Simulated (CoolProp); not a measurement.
Carbon monoxide along the isotherm -30.55 °C: density (kg/m³) from the reference equation and from simpler models built on Tc = -140.3 °C, pc = 34.98 bar, ω = 0.050; each cubic takes its own stable root.

The numbers come from the reference Helmholtz-energy equation of state, Lemmon 2006 in CoolProp. It is a short technical equation, of lower accuracy than the large ones.

```tsv
p (bar)	phase	reference	Soave-Redlich-Kwong	Peng-Robinson
7.95	gas	11.14	11.13	11.17
15.9	gas	22.49	22.42	22.61
23.9	gas	34.09	33.93	[?]
31.8	gas	45.71	45.42	46.16
39.8	supercritical	57.62	57.17	58.31
47.7	supercritical	69.51	68.85	70.46
55.7	supercritical	[?]	[?]	82.90
63.6	supercritical	93.72	92.52	[?]
71.6	supercritical	106.0	104.5	107.9
79.5	supercritical	118.1	116.2	120.3
87.5	supercritical	[?]	128.1	[?]
```

Task: Fill in the missing entries.

Result: 
- 23.9, Peng-Robinson: 34.35
- 55.7, reference: 81.65
- 55.7, Soave-Redlich-Kwong: 80.75
- 63.6, Peng-Robinson: 95.28
- 87.5, reference: 130.4
- 87.5, Peng-Robinson: 132.9
